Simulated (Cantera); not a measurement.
An isothermal, constant-pressure homogeneous reactor starts with NH₃ : N₂ = 1 : 0.19 (molar parts), at 1875 K and 975 Torr. Integrator tolerance rtol = 1e-08.

Computed with Cantera and the gas-phase N/H chemistry of the illustrative SiF4/NH3 mechanism in the Surface Chemkin manual (1991). Walls and surfaces, which speed up NH3 decomposition in real reactors, are not modelled.

Q: What does this change do: temperature 1875 to 1475 K?

A: 
```
quantity                                             before                                     after
----------------  -----------------------------------------  ----------------------------------------
x(NH₃) at 200 s     3.72e-5 (gas-phase equilibrium 1.03e-5)     0.195 (gas-phase equilibrium 2.72e-5)
x(N₂) at 200 s          0.315 (gas-phase equilibrium 0.315)       0.279 (gas-phase equilibrium 0.315)
x(NH₂) at 200 s     7.20e-8 (gas-phase equilibrium 2.00e-8)  6.22e-6 (gas-phase equilibrium 8.15e-10)
x(H) at 200 s     0.000479 (gas-phase equilibrium 0.000479)   7.74e-6 (gas-phase equilibrium 9.48e-6)
x(NH) at 200 s     2.09e-9 (gas-phase equilibrium 5.81e-10)  9.46e-9 (gas-phase equilibrium 1.17e-12)
x(N₂H₄) at 200 s      <1e-12 (gas-phase equilibrium <1e-12)    8.21e-9 (gas-phase equilibrium <1e-12)
```
